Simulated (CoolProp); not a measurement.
Vapour-liquid equilibrium of isobutane (1) + isobutene (2) at 55.35 °C; x and y are mole fractions of (1).

Computed with CoolProp (multi-fluid Helmholtz-energy mixture model, Bücker 2006 and Lemmon 2005; pair parameters Bell 2016).

```json
[
 {"x": "0.05", "bubble pressure, mixture model (bar)": "7.038", "bubble pressure, Raoult's law (bar)": "7.019", "y, mixture model": "0.057", "y, Raoult's law": "0.056"},
 {"x": "0.15", "bubble pressure, mixture model (bar)": "7.151", "bubble pressure, Raoult's law (bar)": "7.100", "y, mixture model": "0.166", "y, Raoult's law": "0.165"},
 {"x": "0.25", "bubble pressure, mixture model (bar)": "7.255", "bubble pressure, Raoult's law (bar)": "7.182", "y, mixture model": "0.271", "y, Raoult's law": "0.271"},
 {"x": "0.35", "bubble pressure, mixture model (bar)": "7.351", "bubble pressure, Raoult's law (bar)": "7.264", "y, mixture model": "0.373", "y, Raoult's law": "0.376"},
 {"x": "0.45", "bubble pressure, mixture model (bar)": "7.438", "bubble pressure, Raoult's law (bar)": "7.345", "y, mixture model": "0.473", "y, Raoult's law": "0.478"},
 {"x": "0.55", "bubble pressure, mixture model (bar)": "7.518", "bubble pressure, Raoult's law (bar)": "7.427", "y, mixture model": "0.571", "y, Raoult's law": "0.577"},
 {"x": "0.65", "bubble pressure, mixture model (bar)": "7.591", "bubble pressure, Raoult's law (bar)": "7.509", "y, mixture model": "0.667", "y, Raoult's law": "0.675"},
 {"x": "0.75", "bubble pressure, mixture model (bar)": "7.657", "bubble pressure, Raoult's law (bar)": "7.590", "y, mixture model": "0.762", "y, Raoult's law": "0.770"},
 {"x": "0.85", "bubble pressure, mixture model (bar)": "7.717", "bubble pressure, Raoult's law (bar)": "7.672", "y, mixture model": "0.858", "y, Raoult's law": "0.864"},
 {"x": "0.95", "bubble pressure, mixture model (bar)": "7.770", "bubble pressure, Raoult's law (bar)": "7.754", "y, mixture model": "0.952", "y, Raoult's law": "0.955"}
]
```

The largest gap from Raoult's law is +1.3 % in bubble pressure, at x = 0.45. No azeotrope shows between x = 0.05 and 0.95.

The pair parameters rest on a limited set of measurements; away from them the model extrapolates.
